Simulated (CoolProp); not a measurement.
Model: reference Helmholtz-energy equation of state, Marx 1992, in CoolProp.

Q: For R113, give the phase and the density (kg/m³), cp (kJ/(kg K)), expansivity (1/kK), fugacity coefficient at 500 K and 8.48 bar; 500 K and 13.3 bar.

A: 
- 500 K and 8.48 bar: gas; density 41.6, cp 0.835, expansivity 2.65, fugacity coefficient 0.924
- 500 K and 13.3 bar: gas; density 69.1, cp 0.859, expansivity 3.20, fugacity coefficient 0.881
